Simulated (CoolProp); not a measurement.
Vapour-liquid equilibrium of benzene (1) + n-nonane (2) at 0.0118 MPa; x and y are mole fractions of (1).

Values from CoolProp's multi-fluid Helmholtz-energy mixture model, Thol 2012 and Lemmon 2006; pair parameters Bell 2016.

**Question.** Give the bubble temperature and the first vapour's composition at x = 0.275, 0.8, 0.875. Is there an azeotrope?

**Answer.** x = 0.275: 41.2 °C, y = 0.900; x = 0.8: 27.2 °C, y = 0.980; x = 0.875: 25.8 °C, y = 0.987. No azeotrope shows between x = 0.05 and 0.95.

The pair parameters rest on a limited set of measurements; away from them the model extrapolates.
